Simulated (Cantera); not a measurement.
Input: 1 mol ZrO₂, 220 mol H₂, equilibrated at 2.00 bar.

Equilibrium computed with Cantera from the NASA thermochemical tables; the gas is ideal and each condensed phase is pure. Candidate condensed phases: H₂O, Zr, ZrO₂; 12 gas species. Rates play no part. All values below are at 1700 K.

Base state: H₂ 1.000, H 0.000104 (mole fractions); condensed: ZrO₂(tetragonal).

### Question
What changes in the equilibrium state with this change: ZrO₂ replaced by Fe₃O₄?

### Answer
```json
[
 {"species": "H₂", "before": "1.000", "after": "0.982"},
 {"species": "H₂O", "before": "4.96e-8", "after": "0.0182"},
 {"species": "H", "before": "0.000104", "after": "0.000103"},
 {"species": "ZrO₂(tetragonal), mol", "before": "1.000", "after": "0"},
 {"species": "Fe(δ), mol", "before": "0", "after": "3.00"}
]
```
Further candidate phases: Fe, FeO, Fe(OH)₂, Fe(OH)₃, Fe₂O₃, Fe₃O₄.
